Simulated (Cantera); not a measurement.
**Ignition delay**

Mixture: 22.3 % H₂, 11.6 % O₂, 66.1 % N₂, at 2.57 atm, adiabatic and at constant pressure. Ignition delay is the time to a rise of 400 K.

Model: GRI-Mech 3.0 (53 species, 325 reactions), integrated in Cantera. The hydrogen kinetics of GRI-Mech 3.0 are dated; newer H2 mechanisms differ, most at raised pressure. Where the delays flatten at high temperature, the 400 K rule measures the pace of heat release, not the induction time.

```
T0 (K)  delay (ms)
------  ----------
1425       0.00985
1500       0.00818
1575       0.00716
1650       0.00656
1725       0.00625
```
